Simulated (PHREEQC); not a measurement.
**Buffer (model solution)**

Solution (25 °C): 0.024 mol/kgw NaHSO4 and 0.21 mol/kgw NaF. Closed to the air; pH follows from the charge balance.

The numbers come from PHREEQC with the ion-association model, wateq4f.dat.

- pH: 4.08
- ionic strength: 0.237 mol/kgw
- activity of water: 0.992
- total alkalinity: -24.0 meq/kg

```
species  molality  activity   log γ
-------  --------  --------  ------
Na+         0.218     0.161  -0.134
F-          0.167     0.116  -0.159
SO4-2      0.0184   0.00506  -0.561
HF         0.0136    0.0144   0.024
NaF        0.0101    0.0107   0.024
HF2-      0.00920   0.00638  -0.159
NaSO4-    0.00553   0.00407  -0.133
```

This is a speciation only: nothing precipitates in the calculation.
